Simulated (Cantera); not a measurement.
# Adiabatic ignition

An adiabatic, constant-volume homogeneous reactor starts with CO : H2 : O2 : N2 = 1 : 0.39 : 1.24 : 4.67 (molar parts), equivalence ratio 0.56, at 1050 K and 3.50 bar.

Detailed kinetics in Cantera: GRI-Mech 3.0 (53 species, 325 reactions). The hydrogen kinetics of GRI-Mech 3.0 are dated; newer H2 mechanisms differ, most at raised pressure.

```json
[
 {"t (s)": "3.00e-6", "T (K)": "1050", "P (bar)": "3.50", "x CO": "0.137", "x H2": "0.0534", "x O2": "0.170", "x H2O2": "<1e-12", "x H2O": "5.10e-10", "x OH": "1.08e-10"},
 {"t (s)": "7.17e-6", "T (K)": "1050", "P (bar)": "3.50", "x CO": "0.137", "x H2": "0.0534", "x O2": "0.170", "x H2O2": "3.30e-12", "x H2O": "2.87e-9", "x OH": "2.32e-10"},
 {"t (s)": "1.72e-5", "T (K)": "1050", "P (bar)": "3.50", "x CO": "0.137", "x H2": "0.0534", "x O2": "0.170", "x H2O2": "3.60e-11", "x H2O": "1.39e-8", "x OH": "4.36e-10"},
 {"t (s)": "4.10e-5", "T (K)": "1050", "P (bar)": "3.50", "x CO": "0.137", "x H2": "0.0534", "x O2": "0.170", "x H2O2": "3.57e-10", "x H2O": "6.59e-8", "x OH": "9.28e-10"},
 {"t (s)": "9.81e-5", "T (K)": "1050", "P (bar)": "3.50", "x CO": "0.137", "x H2": "0.0534", "x O2": "0.170", "x H2O2": "4.13e-9", "x H2O": "4.46e-7", "x OH": "3.68e-9"},
 {"t (s)": "0.000235", "T (K)": "1050", "P (bar)": "3.50", "x CO": "0.137", "x H2": "0.0534", "x O2": "0.170", "x H2O2": "2.30e-7", "x H2O": "1.03e-5", "x OH": "6.70e-8"},
 {"t (s)": "0.000561", "T (K)": "1561", "P (bar)": "5.07", "x CO": "0.118", "x H2": "0.00658", "x O2": "0.135", "x H2O2": "4.14e-6", "x H2O": "0.0436", "x OH": "0.00428"},
 {"t (s)": "0.00134", "T (K)": "2636", "P (bar)": "8.03", "x CO": "0.0124", "x H2": "0.000743", "x O2": "0.0817", "x H2O2": "4.05e-7", "x H2O": "0.0538", "x OH": "0.00746"},
 {"t (s)": "0.00321", "T (K)": "2624", "P (bar)": "7.99", "x CO": "0.0121", "x H2": "0.000723", "x O2": "0.0783", "x H2O2": "3.87e-7", "x H2O": "0.0540", "x OH": "0.00715"},
 {"t (s)": "0.00767", "T (K)": "2620", "P (bar)": "7.98", "x CO": "0.0119", "x H2": "0.000717", "x O2": "0.0771", "x H2O2": "3.82e-7", "x H2O": "0.0540", "x OH": "0.00705"},
 {"t (s)": "0.0183", "T (K)": "2619", "P (bar)": "7.98", "x CO": "0.0119", "x H2": "0.000716", "x O2": "0.0771", "x H2O2": "3.82e-7", "x H2O": "0.0540", "x OH": "0.00705"},
 {"t (s)": "0.0439", "T (K)": "2619", "P (bar)": "7.98", "x CO": "0.0119", "x H2": "0.000716", "x O2": "0.0771", "x H2O2": "3.82e-7", "x H2O": "0.0540", "x OH": "0.00705"},
 {"t (s)": "0.105", "T (K)": "2619", "P (bar)": "7.98", "x CO": "0.0119", "x H2": "0.000716", "x O2": "0.0771", "x H2O2": "3.82e-7", "x H2O": "0.0540", "x OH": "0.00705"},
 {"t (s)": "0.251", "T (K)": "2619", "P (bar)": "7.98", "x CO": "0.0119", "x H2": "0.000716", "x O2": "0.0771", "x H2O2": "3.82e-7", "x H2O": "0.0540", "x OH": "0.00705"},
 {"t (s)": "0.600", "T (K)": "2619", "P (bar)": "7.98", "x CO": "0.0119", "x H2": "0.000716", "x O2": "0.0771", "x H2O2": "3.82e-7", "x H2O": "0.0540", "x OH": "0.00705"}
]
```
x: mole fraction; the columns are a selection and need not sum to one.

```json
{
 "time_of_steepest_temperature_rise": "0.561 ms",
 "temperature at 0.600 s": "2619 K",
 "equilibrium_temperature": "2619 K",
 "x(CO) at 0.600 s": "0.0119 (gas-phase equilibrium 0.0119)",
 "x(H2) at 0.600 s": "0.000716 (gas-phase equilibrium 0.000716)",
 "x(O2) at 0.600 s": "0.0771 (gas-phase equilibrium 0.0771)"
}
```
